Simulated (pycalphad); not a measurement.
Source of the numbers: pycalphad with the COST 507 light-alloy database (1999); pressure 1 atm. The database dates from 1999; later assessments differ in places, in temperatures and in the compounds included. Phase fractions are per mole of atoms.

Question: Give the equilibrium state of Ti-70.6B (at.%) at 1800 K.

Answer: B2M, fraction 0.882, with 66.7 B at.%; BETA_RHOMBO_B, fraction 0.118, with 100 B at.%.

Question: Give the equilibrium state of Ti-70.6B (at.%) at 2400 K.

Answer: 
```
T = 2400.00 K, P = 101325 Pa, N = 1 mol of atoms
G = -186524 J/mol, H = -31849 J/mol, S = 64.45 J/(mol K)  (SER reference)
chemical potentials (J/mol): Ti -452205, B -75887
phase             fraction      x(Ti)       x(B)
B2M                 0.8718     0.3333     0.6667
LIQUID              0.1282     0.0265     0.9735
```

Database names, with the compositions (at.%) that they take in these runs: B2M: B 67 Ti 33. BETA_RHOMBO_B is β-boron.
